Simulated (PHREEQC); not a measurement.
Make-up at 25 °C: 65 mmol/kgw H3PO4, 0.039 mmol/kgw Na2HPO4 and 57 mmol/kgw NaCl. Closed to the air; pH follows from the charge balance.

Model: ion-association model, phreeqc.dat, run in PHREEQC.

| quantity | before | after |
|---|---|---|
| pH | 1.75 | 1.94 |
| ionic strength (mol/kgw) | 0.0783 | 0.0708 |
| H3PO4 (mol/kgw) | 0.0438 | 0.0187 |
| H2PO4- (mol/kgw) | 0.0213 | 0.0138 |
| HPO4-2 (mol/kgw) | 1.47e-7 | 1.44e-7 |
| NaHPO4- (mol/kgw) | 6.63e-9 | 6.66e-9 |
| SI of Halite (NaCl) | -4.26 | -4.25 |

**Question.** What was changed between the two runs?
A. temperature from 25 to 75 °C
B. temperature from 25 to 70 °C
C. Na2HPO4 from 3.9e-05 to 0.00039 mol/kgw
D. H3PO4 from 0.065 to 0.0325 mol/kgw
E. H3PO4 replaced by K2HPO4 at the same molality

**Answer.** D, H3PO4 from 0.065 to 0.0325 mol/kgw

No solid was allowed to form.
